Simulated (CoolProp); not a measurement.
R115 along the isobar 0.315 MPa: Z from the reference equation and from simpler models built on Tc = 80.0 °C, pc = 3.129 MPa, ω = 0.248; each cubic takes its own stable root.

Computed with CoolProp (reference Helmholtz-energy equation of state, Lemmon 2016).

```tsv
T (°C)	phase	reference
73.15	gas	0.9640
78.35	gas	0.9658
83.55	gas	0.9674
88.85	gas	0.9690
94.05	gas	0.9705
99.25	gas	0.9719
104.45	gas	0.9732
109.75	gas	0.9745
114.95	gas	0.9756
120.15	gas	0.9767
125.35	gas	0.9778
130.55	gas	0.9788
135.85	gas	0.9797
141.05	gas	0.9806
```

Task: How far does each simpler model (van der Waals, Soave-Redlich-Kwong) lie from the reference over these 14 states: mean and median of the absolute difference, and the worst?

Result: 
- van der Waals: mean 0.1 %, median 0.1 %, worst +0.4 % at 73.15 °C and 0.315 MPa
- Soave-Redlich-Kwong: mean 0.1 %, median 0.1 %, worst -0.2 % at 73.15 °C and 0.315 MPa
